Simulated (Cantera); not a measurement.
## Diamond growth

A diamond (100) surface in a fixed gas of H2 with x(CH4) = 0.017, x(H) = 0.017, x(CH3) = 0.00069, at 1375 K; coverages are run to steady state.

Detailed kinetics in Cantera: the Harris–Goodwin 1993 mechanism for the reconstructed diamond (100) surface.

| P (Pa) | growth (µm/h) | θ c6HH | θ c6H* | θ c6*H | θ c6** | θ c6HM |
|---|---|---|---|---|---|---|
| 790 | 1.01 | 0.340 | 0.0572 | 0.543 | 0.0595 | 6.24e-5 |
| 1200 | 1.71 | 0.340 | 0.0572 | 0.543 | 0.0594 | 9.71e-5 |
| 1700 | 2.65 | 0.340 | 0.0572 | 0.542 | 0.0594 | 0.000139 |
| 2400 | 4.08 | 0.340 | 0.0572 | 0.542 | 0.0594 | 0.000197 |
| 3500 | 6.59 | 0.340 | 0.0572 | 0.542 | 0.0594 | 0.000287 |
| 5100 | 10.8 | 0.340 | 0.0573 | 0.542 | 0.0594 | 0.000412 |
| 7500 | 18.1 | 0.340 | 0.0573 | 0.542 | 0.0594 | 0.000591 |
| 11000 | 30.9 | 0.340 | 0.0574 | 0.541 | 0.0594 | 0.000833 |
θ: site fractions in the mechanism's names (c6HH fully hydrogenated, c6H* and c6*H radical sites, c6** diradical, c6HM methylated).
